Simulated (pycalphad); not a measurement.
Computed with pycalphad from the COST 507 light-alloy database (1999), at 1 atm. The database dates from 1999; later assessments differ in places, in temperatures and in the compounds included. Phase fractions are per mole of atoms.

Question: Give the equilibrium state of Mg-4.781Si-8.476Al (wt.%) at 1000 K.

Answer: liquid, fraction 0.983, with 4.2 Si, 8.6 Al wt.%; MG2SI, fraction 0.017, with 36.6 Si, no Al wt.%.

Question: Give the equilibrium state of Mg-4.781Si-8.476Al (wt.%) at 450 K.

Answer: hcp, fraction 0.725, with <0.01 Si, 2.5 Al wt.%; ALMG_GAMMA, fraction 0.149, with no Si, 43.9 Al wt.%; MG2SI, fraction 0.126, with 36.6 Si, no Al wt.%.

Database names, with the compositions (at.%) that they take in these runs: MG2SI: Mg 67 Si 33; ALMG_GAMMA: Mg 59 Al 41. An entry "none" or "no" means that the model of the phase leaves that element out.
